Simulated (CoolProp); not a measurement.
Methanol at 575.9 K and 13.8 MPa flows at 0.22 m/s in a round tube of 50 mm bore and 1.5 µm roughness, fully developed (64/Re and Nu = 3.66 if laminar; Colebrook and Gnielinski if turbulent). Each further row changes one setting.

Model: reference Helmholtz-energy equation of state, de Reuck 1993, in CoolProp.

| case | Reynolds number | Darcy friction factor | pressure drop (Pa/m) | heat-transfer coefficient (W/(m² K)) | mass flow (kg/h) |
|---|---|---|---|---|---|
| as stated | ___ | ___ | ___ | 473 | ___ |
| velocity 0.44 m/s | 136000 | 0.0171 | 5.56 | 842 | ___ |
| diameter 100 mm | 136000 | ___ | 0.691 | 419 | ___ |

Question: Fill in the missing entries.

Answer: 
- as stated, Reynolds number: 68100
- as stated, Darcy friction factor: 0.0197
- as stated, pressure drop (Pa/m): 1.60
- as stated, mass flow (kg/h): 261
- velocity 0.44 m/s, mass flow (kg/h): 523
- diameter 100 mm, Darcy friction factor: 0.0170
- diameter 100 mm, mass flow (kg/h): 1050

Viscosity comes from a separate model (Xiang 2006). Thermal conductivity comes from a separate model (Sykioti 2013).
